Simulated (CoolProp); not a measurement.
Ethanol along the isotherm 346.85 °C: density (kg/m³) from the reference equation and from simpler models built on Tc = 241.6 °C, pc = 6.268 MPa, ω = 0.644; each cubic takes its own stable root.

Computed with CoolProp (reference Helmholtz-energy equation of state, Schroeder 2014).

```
p (MPa)          phase  reference
-------  -------------  ---------
0.0991             gas     0.8873
0.15               gas      1.344
0.226              gas      2.029
0.34               gas      3.059
0.513              gas      4.631
0.774              gas      7.023
1.17               gas      10.70
1.76               gas      16.29
2.66               gas      25.10
4.01               gas      39.02
6.05               gas      62.00
9.13     supercritical      102.9
13.8     supercritical      187.0
20.8     supercritical      320.6
31.3     supercritical      422.2
```

Task: How far does each simpler model (ideal gas, van der Waals, Soave-Redlich-Kwong, Peng-Robinson) lie from the reference over these 15 states: mean and median of the absolute difference, and the worst?

Result: 
- ideal gas: mean 11.1 %, median 3.4 %, worst -42.0 % at 346.85 °C and 20.8 MPa
- van der Waals: mean 6.7 %, median 2.1 %, worst -22.1 % at 346.85 °C and 31.3 MPa
- Soave-Redlich-Kwong: mean 3.9 %, median 0.7 %, worst -21.2 % at 346.85 °C and 20.8 MPa
- Peng-Robinson: mean 3.5 %, median 1.6 %, worst -15.5 % at 346.85 °C and 20.8 MPa
